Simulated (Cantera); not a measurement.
**Equilibrium for oxide etching and cleaning by halides: B2O3 + HF**

A closed system holds: 1 mol B2O3, 6.9 mol HF, equilibrated at 68.0 Pa.

Equilibrium computed with Cantera from the NASA thermochemical tables; the gas is ideal and each condensed phase is pure. Candidate condensed phases: B, B2O3, B3O3H3, H2O; 43 gas species. Gases not in the tables: H3BO3. Equilibrium is a limit: real reactors are often held back by kinetics, nucleation or transport.

From 900 K to 1200 K the condensed part is B2O3(l). From 1275 K to 1875 K nothing is condensed.

```csv
T (K),x HF,x H2O,x BOF,x BF3,x B3O3F3,x HBO2,n B2O3(l)
900,0.396,0.362,0.000304,0.222,0.0197,5.82e-5,0.132
975,0.456,0.325,0.00204,0.196,0.0200,0.000335,0.192
1050,0.506,0.291,0.0102,0.172,0.0194,0.00147,0.234
1125,0.537,0.258,0.0400,0.143,0.0175,0.00516,0.215
1200,0.523,0.225,0.123,0.101,0.0131,0.0151,0.0270
1275,0.561,0.174,0.188,0.0573,0.00185,0.0176,0
1350,0.599,0.141,0.216,0.0272,0.000160,0.0161,0
1425,0.619,0.124,0.229,0.0117,1.48e-5,0.0151,0
1500,0.628,0.117,0.234,0.00489,1.61e-6,0.0148,0
1575,0.632,0.113,0.236,0.00211,2.08e-7,0.0149,0
1650,0.634,0.110,0.237,0.000968,3.22e-8,0.0150,0
1725,0.634,0.108,0.237,0.000473,5.84e-9,0.0151,0
1800,0.633,0.105,0.236,0.000246,1.22e-9,0.0150,0
1875,0.632,0.101,0.236,0.000137,2.90e-10,0.0148,0
```
x: gas mole fraction; n: condensed amount in mol.
